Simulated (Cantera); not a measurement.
Input: 1 mol CS2, 0.026 mol O2, at 2.90 bar.

These are equilibrium values from Cantera (NASA tables, ideal gas, pure condensed phases), not measurements of a reactor. Candidate condensed phases: C, S; 35 gas species. Ions and electrons are included (thermal ionisation). The numbers say what is thermodynamically allowed, not how fast it happens.

**Question.** At 2250 K, list the 6 most abundant gas species with their mole fractions, and the condensed phases.

**Answer.** CS2 0.672, S2 0.172, CS 0.106, CO 0.0463, S 0.00333, COS 0.000400. Condensed: C(graphite).
